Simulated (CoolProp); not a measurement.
Saturated liquid density (kg/m³) of acetone: the reference equation beside estimates from Tc = 508.1 K, pc = 4.692 MPa, ω = 0.307. Rackett uses Z = 0.29056 − 0.08775 ω.

Model: reference Helmholtz-energy equation of state, Lemmon 2006, in CoolProp. It is a short technical equation, of lower accuracy than the large ones.

| T (K) | reference | Rackett | van der Waals | Redlich-Kwong | Soave-Redlich-Kwong | Peng-Robinson |
|---|---|---|---|---|---|---|
| 344 | 731.2 | 642.6 | 375.4 | 546.6 | 572.4 | 647.5 |
| 349.1 | 724.9 | 637.0 | 372.3 | 541.1 | 567.3 | 641.9 |
| 354.2 | 718.5 | 631.4 | 369.1 | 535.5 | 562.0 | 636.1 |
| 359.3 | 712.0 | 625.7 | 365.9 | 529.7 | 556.6 | 630.2 |
| 364.4 | 705.4 | 619.9 | 362.6 | 523.9 | 551.0 | 624.1 |
| 369.5 | 698.7 | 614.0 | 359.2 | 517.9 | 545.2 | 617.7 |
| 374.6 | 691.9 | 608.0 | 355.8 | 511.7 | 539.3 | 611.2 |
| 379.6 | 685.1 | 602.0 | 352.4 | 505.6 | 533.4 | 604.6 |

Absolute difference from the reference over all 8 rows, mean and median: Rackett 12.1 and 12.1 %, van der Waals 48.6 and 48.6 %, Redlich-Kwong 25.7 and 25.7 %, Soave-Redlich-Kwong 21.9 and 21.9 %, Peng-Robinson 11.5 and 11.5 %.
